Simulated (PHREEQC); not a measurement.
Consider water at 5 °C with 0.022 mol KCl and 0.16 mol MgCl2 per kg of water. Closed to the air; pH follows from the charge balance.

Equilibrium calculation in PHREEQC: ion-association model, phreeqc.dat.

No solid was allowed to form.

Task: What activity of water does the model give?

Result: activity of water 0.991.

At this temperature some constants are extrapolated from 25 °C, and those without enthalpy data are left unchanged.
